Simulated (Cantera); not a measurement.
What does this Cantera script print?

```python
import numpy as np
import cantera as ct

gas = ct.Solution("h2o2.yaml")
gas.TPX = 1175, 600000, {'H2': 1, 'O2': 1.19, 'N2': 4.48}
reactor = ct.IdealGasReactor(gas, energy="on", clone=False)
net = ct.ReactorNet([reactor])
net.rtol, net.atol = 1e-08, 1e-16
show = ['H2', 'O2', 'O', 'HO2', 'OH', 'H2O']
times = np.geomspace(1e-06, 1, 15)

steps = ct.SolutionArray(gas, extra=["t"])
rows = []
print(f"{'t/s':>10s}{'T/K':>9s}{'P/Pa':>11s}" + "".join(f"{s:>11s}" for s in show))
for t in times:
    while net.time < t:
        t_next = net.step()
        steps.append(gas.state, t=t_next)
    rows.append([np.interp(t, steps.t, y) for y in (steps.T, steps.P, *steps(*show).X.T)])
    print(f"{t:10.3e}{rows[-1][0]:9.1f}{rows[-1][1]:11.4g}" + "".join(f"{x:11.3e}" for x in rows[-1][2:]))
rate = np.gradient(steps.T, steps.t)
print("integrator steps:", len(steps.t))
if steps.T.max() > steps.T[0] + 200:
    print(f"time of steepest temperature rise: {steps.t[rate.argmax()]:.4e} s")
gas.TPX = 1175, 600000, {'H2': 1, 'O2': 1.19, 'N2': 4.48}
gas.equilibrate("UV")
print(f"equilibrium (UV): T = {gas.T:.1f} K  " + "  ".join(f"{s} {gas[s].X[0]:.3e}" for s in show))
```

It prints:

```
       t/s      T/K       P/Pa         H2         O2          O        HO2         OH        H2O
 1.000e-06   1175.0      6e+05  1.499e-01  1.784e-01  1.357e-09  1.369e-08  6.969e-10  6.187e-09
 2.683e-06   1175.0      6e+05  1.499e-01  1.784e-01  5.264e-09  7.336e-08  2.605e-09  5.837e-08
 7.197e-06   1175.0      6e+05  1.499e-01  1.784e-01  3.592e-08  7.568e-07  1.762e-08  8.031e-07
 1.931e-05   1175.6  6.003e+05  1.498e-01  1.783e-01  2.368e-06  5.190e-05  1.311e-06  6.944e-05
 5.179e-05   2452.5  1.162e+06  6.602e-04  1.095e-01  1.115e-03  1.791e-05  7.195e-03  1.573e-01
 1.389e-04   2452.5  1.162e+06  6.602e-04  1.095e-01  1.115e-03  1.791e-05  7.195e-03  1.573e-01
 3.728e-04   2452.5  1.162e+06  6.602e-04  1.095e-01  1.115e-03  1.791e-05  7.195e-03  1.573e-01
 1.000e-03   2452.5  1.162e+06  6.602e-04  1.095e-01  1.115e-03  1.791e-05  7.195e-03  1.573e-01
 2.683e-03   2452.5  1.162e+06  6.602e-04  1.095e-01  1.115e-03  1.791e-05  7.195e-03  1.573e-01
 7.197e-03   2452.5  1.162e+06  6.602e-04  1.095e-01  1.115e-03  1.791e-05  7.195e-03  1.573e-01
 1.931e-02   2452.5  1.162e+06  6.602e-04  1.095e-01  1.115e-03  1.791e-05  7.195e-03  1.573e-01
 5.179e-02   2452.5  1.162e+06  6.602e-04  1.095e-01  1.115e-03  1.791e-05  7.195e-03  1.573e-01
 1.389e-01   2452.5  1.162e+06  6.602e-04  1.095e-01  1.115e-03  1.791e-05  7.195e-03  1.573e-01
 3.728e-01   2452.5  1.162e+06  6.602e-04  1.095e-01  1.115e-03  1.791e-05  7.195e-03  1.573e-01
 1.000e+00   2452.5  1.162e+06  6.602e-04  1.095e-01  1.115e-03  1.791e-05  7.195e-03  1.573e-01
integrator steps: 1020
time of steepest temperature rise: 2.9536e-05 s
equilibrium (UV): T = 2452.5 K  H2 6.602e-04  O2 1.095e-01  O 1.115e-03  HO2 1.791e-05  OH 7.195e-03  H2O 1.573e-01
```

Model: the H2/O2 subset of GRI-Mech 3.0, which has no nitrogen chemistry, integrated in Cantera. The hydrogen kinetics of GRI-Mech 3.0 are dated; newer H2 mechanisms differ, most at raised pressure.
